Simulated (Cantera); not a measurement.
A closed system holds: 1 mol NaCl, a varied amount of N2, at 800 °C and 0.0100 bar.

Method: chemical equilibrium by Gibbs-energy minimisation in Cantera with the NASA 1993 tables (ideal gas, pure condensed phases). Candidate condensed phases: Na, NaCl; 8 gas species. Kinetics and transport are ignored.

### Question
What share of the Na ends up in condensed phases as a function of n(N2) (mol), at 0.6, 1.8, 5.1, 15, 44, 130, 370?

### Answer
```csv
n(N2) (mol),Na condensed (%),as
0.6,95.7,NaCl(s)
1.8,87.1,NaCl(s)
5.1,63.5,NaCl(s)
15,0.0,-
44,0.0,-
130,0.0,-
370,0.0,-
```
